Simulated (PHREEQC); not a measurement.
# Acid mine or pickling water (model solution)

Model water analysis in mg/kgw, 25 °C, pH 4.18:

| constituent | mg/kgw |
|---|---|
| Na | 824 |
| K | 758 |
| Ca | 85.4 |
| Mg | 746 |
| Cl | 235 |
| S(6) as SO4 | 5600 |
| Li | 0.293 |
| B | 2.31 |

Valence states are taken as typed.

Equilibrium calculation in PHREEQC: Pitzer model, pitzer.dat.

```yaml
ionic_strength: 0.213 mol/kgw
specific_conductance: 10800 µS/cm
density: 1.005 g/cm³
osmotic_coefficient: 0.739
total_alkalinity: -0.205 meq/kg
charge_balance_error: -0.9 %
```

```
species  molality  activity   log γ
-------  --------  --------  ------
SO4-2      0.0582    0.0125  -0.668
Na+        0.0358    0.0262  -0.137
Mg+2       0.0307   0.00696  -0.644
K+         0.0194    0.0139  -0.145
Cl-       0.00663   0.00472  -0.147
Ca+2      0.00213  0.000392  -0.735
```

Precipitation was switched off in this run.
